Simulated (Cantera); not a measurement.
Input: 1 mol CHF3, a varied amount of H2, held at 852 °C and 623 Torr.

Method: chemical equilibrium by Gibbs-energy minimisation in Cantera with the NASA 1993 tables (ideal gas, pure condensed phases). Candidate condensed phases: C, C6H6, C7H8, C8H18; 95 gas species. Kinetics and transport are ignored.

Task: At 2 mol H2, list the 4 most abundant gas species with their mole fractions, and the condensed phases.

Result: HF 0.751, H2 0.247, CH4 0.00147, H2F2 1.26e-5. Condensed: C(graphite).
